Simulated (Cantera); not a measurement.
A Cantera script and what it prints.

```python
import numpy as np
import cantera as ct

gas_names = [...]  # 113 gases of nasa_gas.yaml made of C, H, O, Pb
cond_names = """
    C(gr) C6H6(L) C7H8(L) C8H18(L),n-octa H2O(s) H2O(L) Pb(cr) Pb(L) PbO(rd) PbO(yw) PbO(L) PbO2(s)
    Pb3O4(s)
""".split()


# ... load() reads the species with a 1 bar reference pressure and builds the phases ...
atoms = {
    'PbO': {'Pb': 1, 'O': 1},
    'C': {'C': 1},
    'H2': {'H': 2},
}
top_T = {'C(gr)': 4500, 'Pb3O4(s)': 820}  # K; cautious upper limits of use, not melting points


# ... equilibrate(T, P, feed) seeds the gas with the atoms and calls Mixture.equilibrate('TP', solver="vcs", rtol=1e-11, max_steps=5000) ...
results = []
P = 1900  # Pa
for T in [825, 900, 975, 1050, 1125, 1200, 1275, 1350, 1425, 1500, 1575, 1650, 1725]:
    for m in [0.57, 0.66, 0.77, 0.9, 1, 1.2, 1.4, 1.7, 1.9, 2.2, 2.6, 3]:
        feed = {'PbO': 1, 'C': m, 'H2': 4.2}  # mol
        mix = equilibrate(T, P, feed)
        results.append((T, P, feed, dict(zip(mix.species_names, mix.species_moles))))

for T, P, feed, n in results:
    print(f"{T:7g} {feed['C']:10.4g}  " + (" + ".join(c for c in cond_names if n.get(c, 0) > 1e-12) or "gas only"))
```

Output:

```
    825       0.57  Pb(L)
    825       0.66  Pb(L)
    825       0.77  Pb(L)
    825        0.9  C(gr) + Pb(L)
    825          1  C(gr) + Pb(L)
    825        1.2  C(gr) + Pb(L)
    825        1.4  C(gr) + Pb(L)
    825        1.7  C(gr) + Pb(L)
    825        1.9  C(gr) + Pb(L)
    825        2.2  C(gr) + Pb(L)
    825        2.6  C(gr) + Pb(L)
    825          3  C(gr) + Pb(L)
    900       0.57  Pb(L)
    900       0.66  Pb(L)
    900       0.77  Pb(L)
    900        0.9  Pb(L)
    900          1  C(gr) + Pb(L)
    900        1.2  C(gr) + Pb(L)
    900        1.4  C(gr) + Pb(L)
    900        1.7  C(gr) + Pb(L)
    900        1.9  C(gr) + Pb(L)
    900        2.2  C(gr) + Pb(L)
    900        2.6  C(gr) + Pb(L)
    900          3  C(gr) + Pb(L)
    975       0.57  Pb(L)
    975       0.66  Pb(L)
    975       0.77  Pb(L)
    975        0.9  Pb(L)
    975          1  C(gr) + Pb(L)
    975        1.2  C(gr) + Pb(L)
    975        1.4  C(gr) + Pb(L)
    975        1.7  C(gr) + Pb(L)
    975        1.9  C(gr) + Pb(L)
    975        2.2  C(gr) + Pb(L)
    975        2.6  C(gr) + Pb(L)
    975          3  C(gr) + Pb(L)
   1050       0.57  Pb(L)
   1050       0.66  Pb(L)
   1050       0.77  Pb(L)
   1050        0.9  Pb(L)
   1050          1  Pb(L)
   1050        1.2  C(gr) + Pb(L)
   1050        1.4  C(gr) + Pb(L)
   1050        1.7  C(gr) + Pb(L)
   1050        1.9  C(gr) + Pb(L)
   1050        2.2  C(gr) + Pb(L)
   1050        2.6  C(gr) + Pb(L)
   1050          3  C(gr) + Pb(L)
   1125       0.57  Pb(L)
   1125       0.66  Pb(L)
   1125       0.77  Pb(L)
   1125        0.9  Pb(L)
   1125          1  Pb(L)
   1125        1.2  C(gr) + Pb(L)
   1125        1.4  C(gr) + Pb(L)
   1125        1.7  C(gr) + Pb(L)
   1125        1.9  C(gr) + Pb(L)
   1125        2.2  C(gr) + Pb(L)
   1125        2.6  C(gr) + Pb(L)
   1125          3  C(gr) + Pb(L)
   1200       0.57  Pb(L)
   1200       0.66  Pb(L)
   1200       0.77  Pb(L)
   1200        0.9  Pb(L)
   1200          1  Pb(L)
   1200        1.2  C(gr) + Pb(L)
   1200        1.4  C(gr) + Pb(L)
   1200        1.7  C(gr) + Pb(L)
   1200        1.9  C(gr) + Pb(L)
   1200        2.2  C(gr) + Pb(L)
   1200        2.6  C(gr) + Pb(L)
   1200          3  C(gr) + Pb(L)
   1275       0.57  Pb(L)
   1275       0.66  Pb(L)
   1275       0.77  Pb(L)
   1275        0.9  Pb(L)
   1275          1  Pb(L)
   1275        1.2  C(gr) + Pb(L)
   1275        1.4  C(gr) + Pb(L)
   1275        1.7  C(gr) + Pb(L)
   1275        1.9  C(gr) + Pb(L)
   1275        2.2  C(gr) + Pb(L)
   1275        2.6  C(gr) + Pb(L)
   1275          3  C(gr) + Pb(L)
   1350       0.57  gas only
   1350       0.66  gas only
   1350       0.77  gas only
   1350        0.9  gas only
   1350          1  gas only
   1350        1.2  C(gr)
   1350        1.4  C(gr)
   1350        1.7  C(gr)
   1350        1.9  C(gr)
   1350        2.2  C(gr)
   1350        2.6  C(gr)
   1350          3  C(gr)
   1425       0.57  gas only
   1425       0.66  gas only
   1425       0.77  gas only
   1425        0.9  gas only
   1425          1  gas only
   1425        1.2  C(gr)
   1425        1.4  C(gr)
   1425        1.7  C(gr)
   1425        1.9  C(gr)
   1425        2.2  C(gr)
   1425        2.6  C(gr)
   1425          3  C(gr)
   1500       0.57  gas only
   1500       0.66  gas only
   1500       0.77  gas only
   1500        0.9  gas only
   1500          1  gas only
   1500        1.2  C(gr)
   1500        1.4  C(gr)
   1500        1.7  C(gr)
   1500        1.9  C(gr)
   1500        2.2  C(gr)
   1500        2.6  C(gr)
   1500          3  C(gr)
   1575       0.57  gas only
   1575       0.66  gas only
   1575       0.77  gas only
   1575        0.9  gas only
   1575          1  gas only
   1575        1.2  C(gr)
   1575        1.4  C(gr)
   1575        1.7  C(gr)
   1575        1.9  C(gr)
   1575        2.2  C(gr)
   1575        2.6  C(gr)
   1575          3  C(gr)
   1650       0.57  gas only
   1650       0.66  gas only
   1650       0.77  gas only
   1650        0.9  gas only
   1650          1  gas only
   1650        1.2  C(gr)
   1650        1.4  C(gr)
   1650        1.7  C(gr)
   1650        1.9  C(gr)
   1650        2.2  C(gr)
   1650        2.6  C(gr)
   1650          3  C(gr)
   1725       0.57  gas only
   1725       0.66  gas only
   1725       0.77  gas only
   1725        0.9  gas only
   1725          1  gas only
   1725        1.2  C(gr)
   1725        1.4  C(gr)
   1725        1.7  C(gr)
   1725        1.9  C(gr)
   1725        2.2  C(gr)
   1725        2.6  C(gr)
   1725          3  C(gr)
```

These are equilibrium values from Cantera (NASA tables, ideal gas, pure condensed phases), not measurements of a reactor.
